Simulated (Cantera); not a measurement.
Charge: 1 mol SiHCl₃, 0.0091 mol C₂H₄, 5.6 mol H₂, equilibrated at 0.900 Torr.

Cantera equilibrium calculation (NASA polynomials, part measured and part estimated; ideal gas, pure solids and liquids). Candidate condensed phases: C, C₆H₆, C₇H₈, C₈H₁₈, Si, SiC; 109 gas species. Mutual solubility and eutectic melting of coexisting phases are not modelled. The tables' values for SiCl₃, SiCl are old estimates; treat these amounts as uncertain. Equilibrium is a limit: real reactors are often held back by kinetics, nucleation or transport.

**Question.** At 1325 °C, list the 4 most abundant gas species with their mole fractions, and the condensed phases.

**Answer.** H₂ 0.724, HCl 0.157, SiCl₂ 0.117, H 0.00131. Condensed: Si(s) + SiC(s).
